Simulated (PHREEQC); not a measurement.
KBr is added in steps, without added water, to 1 kg of water holding 0.017 mol ZnSO4, 0.25 mol KCl and 0.0078 mol NiCl2, at 14 °C. O2 is buffered at 0.21 atm. The system is closed to CO2. Solids allowed: Zn(OH)2-e, Zn4(OH)6SO4, Zn5(OH)8Cl2, Ni(OH)2, Ni4(OH)6SO4, Goslarite, Morenosite. Others were left out.

Base run: PHREEQC, ion-association model, wateq4f.dat. Each further column changes one thing. The table gives pH.

```
KBr added (mol)  base  0.0095 mol/kgw Ca(HCO3)2 added  ZnSO4 from 0.017 to 0.0153 mol/kgw  no solid may form
---------------  ----  ------------------------------  ----------------------------------  -----------------
0                5.42                            5.89                                5.43               5.42
0.06625          5.43                            5.89                                5.45               5.43
0.1325           5.44                            5.90                                5.46               5.44
0.1656           5.45                            5.90                                5.46               5.45
0.2319           5.46                            5.90                                5.47               5.46
0.2981           5.47                            5.90                                5.49               5.47
0.3644           5.48                            5.91                                5.49               5.48
0.3975           5.48                            5.91                                5.50               5.48
0.4637           5.49                            5.91                                5.51               5.49
0.53             5.50                            5.91                                5.52               5.50
```

The ionic strength passes 0.7 mol/kgw, the rough limit of the ion-association models, in part of: base; 0.0095 mol/kgw Ca(HCO3)2 added; ZnSO4 from 0.017 to 0.0153 mol/kgw; no solid may form. At this temperature some constants are extrapolated from 25 °C, and those without enthalpy data are left unchanged. Solids allowed in the column '0.0095 mol/kgw Ca(HCO3)2 added': Calcite, Gypsum, Portlandite, Zn(OH)2-e, Smithsonite, Zn4(OH)6SO4, Zn5(OH)8Cl2, Ni(OH)2, NiCO3, Ni4(OH)6SO4, Goslarite, Morenosite.
